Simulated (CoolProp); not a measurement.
Vapour-liquid equilibrium of propane (1) + R152A (2) at 58.1 kPa; x and y are mole fractions of (1).

Model: multi-fluid Helmholtz-energy mixture model, Lemmon 2009 and Outcalt 1996; pair parameters Bell 2016, in CoolProp.

Problem. Give the bubble temperature and the first vapour's composition at x = 0.125, 0.5, 0.95. Is there an azeotrope?

Solution. x = 0.125: 223.3 K, y = 0.566; x = 0.5: 217.3 K, y = 0.736; x = 0.95: 218.0 K, y = 0.901. y crosses x between x = 0.725 and 0.8: the model has an azeotrope there.

Pair parameters are fitted to limited data, so mixtures are less certain than the pure fluids. With so large a gap from Raoult's law the liquid may split in two, which this calculation doesn't test in full.
